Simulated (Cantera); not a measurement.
Input: 1 mol Cu2O, 5 mol C, 0.16 mol N2, 1.6 mol CH4, held at 7.20 bar.

Method: chemical equilibrium by Gibbs-energy minimisation in Cantera with the NASA 1993 tables (ideal gas, pure condensed phases). Candidate condensed phases: C, C6H6, C7H8, C8H18, Cu, CuO, Cu(OH)2, Cu2O, H2O; 139 gas species. Kinetics and transport are ignored.

x: gas mole fraction; n: condensed amount in mol.

```csv
T (°C),x H2,x CO,x N2,x CH4,x Cu,x HCN,x H,n C(graphite),n Cu(l)
1125,0.713,0.228,0.0374,0.0160,1.80e-7,…,1.49e-6,5.55,2.00
1225,0.721,0.230,0.0370,0.00972,1.10e-6,…,5.44e-6,5.57,2.00
1325,0.726,0.230,0.0368,0.00624,5.36e-6,…,1.69e-5,5.58,2.00
1425,0.728,0.230,0.0366,0.00421,2.15e-5,…,4.60e-5,5.58,2.00
1525,0.729,0.230,0.0363,0.00297,7.35e-5,…,0.000112,5.58,2.00
1625,0.730,0.230,0.0359,0.00217,0.000220,…,0.000249,5.58,2.00
1725,0.729,0.229,0.0355,0.00163,0.000587,…,0.000510,5.58,2.00
1825,0.727,0.229,0.0349,0.00126,0.00142,…,0.000978,5.57,1.99
1925,0.724,0.229,0.0340,0.000997,0.00317,…,0.00177,5.56,1.99
2025,0.719,0.228,0.0330,0.000800,0.00658,…,0.00303,5.54,1.97
2125,0.710,0.226,0.0317,0.000647,0.0128,…,0.00495,5.51,1.94
```

Question: What belongs in the gaps?

Answer: 
- 1125, x HCN: 7.97e-5
- 1225, x HCN: 0.000170
- 1325, x HCN: 0.000330
- 1425, x HCN: 0.000591
- 1525, x HCN: 0.000989
- 1625, x HCN: 0.00156
- 1725, x HCN: 0.00235
- 1825, x HCN: 0.00339
- 1925, x HCN: 0.00470
- 2025, x HCN: 0.00629
- 2125, x HCN: 0.00814
